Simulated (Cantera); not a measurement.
A freely propagating, adiabatic, planar premixed flame of H2 : O2 : N2 = 1 : 0.5 : 1.88 (molar parts), unburnt at 350 K and 750 Torr; mixture-averaged transport, grid criteria slope 0.08 and curve 0.16, no radiation.

Computed with Cantera and the H2/O2 subset of GRI-Mech 3.0, which has no nitrogen chemistry. Burning velocities carry a grid error of a few per cent, more on coarse grids.

Problem. What does this change do: inlet temperature 350 to 300 K?

Solution. 
```
quantity                    before     after
------------------------  --------  --------
laminar burning velocity  297 cm/s  234 cm/s
thermal thickness         0.369 mm  0.345 mm
peak x(HO2)               0.000480  0.000507
peak x(H)                   0.0452    0.0423
peak x(H2O2)               9.86e-5  0.000127
```
